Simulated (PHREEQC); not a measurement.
TMAH is added in steps, without added water, to 1 kg of water holding 0.012 mol/kgw KH2PO4 and 0.0035 mol/kgw NaOH, at 40 °C. Oxygen alone is held at its pressure in air (log pO2 = -0.68). No CO2 enters from the air. Nothing may precipitate in this run.

Base run: PHREEQC, ion-association model, wateq4f.dat. Each further column changes one thing. The table gives PO4-3 (mol/kgw).

```
TMAH added (mol)      base  Davies equation for every ion  Debye-Hückel limiting law  metal-ligand complexes left out  database phreeqc.dat
----------------  --------  -----------------------------  -------------------------  -------------------------------  --------------------
0                  1.62e-8                        1.64e-8                    1.74e-8                          1.68e-8               1.70e-8
0.001              3.08e-8                        3.11e-8                    3.31e-8                          3.19e-8               3.24e-8
0.002              5.36e-8                        5.42e-8                    5.81e-8                          5.55e-8               5.66e-8
0.004              1.47e-7                        1.49e-7                    1.61e-7                          1.52e-7               1.56e-7
0.005              2.45e-7                        2.48e-7                    2.70e-7                          2.53e-7               2.61e-7
0.006              4.32e-7                        4.37e-7                        [?]                          4.45e-7               4.63e-7
0.007              8.85e-7                        8.96e-7                        [?]                          9.13e-7               9.51e-7
0.009             0.000167                       0.000171                   0.000194                         0.000169              0.000173
0.01              0.000486                       0.000497                        [?]                         0.000491              0.000506
0.011             0.000800                       0.000819                   0.000940                         0.000809              0.000833
0.012              0.00111                        0.00113                        [?]                          0.00112               0.00115
0.014              0.00170                        0.00174                    0.00202                          0.00171               0.00177
0.015              0.00198                        0.00203                    0.00236                          0.00200               0.00207
0.016              0.00225                        0.00231                    0.00269                          0.00228               0.00236
```

Question: Some entries are withheld; supply them.

Answer: 
- 0.006, Debye-Hückel limiting law: 4.79e-7
- 0.007, Debye-Hückel limiting law: 9.87e-7
- 0.01, Debye-Hückel limiting law: 0.000569
- 0.012, Debye-Hückel limiting law: 0.00131

(CH3)4N+ isn't in the database: it is added as a free cation with an ion size of 4 Å. H3PO4, which wateq4f.dat lacks, is added to it with the constant of phreeqc.dat. Constants without temperature data keep their 25 °C values here. phreeqc.dat and wateq4f.dat share most of their constants, so their agreement is no independent check.
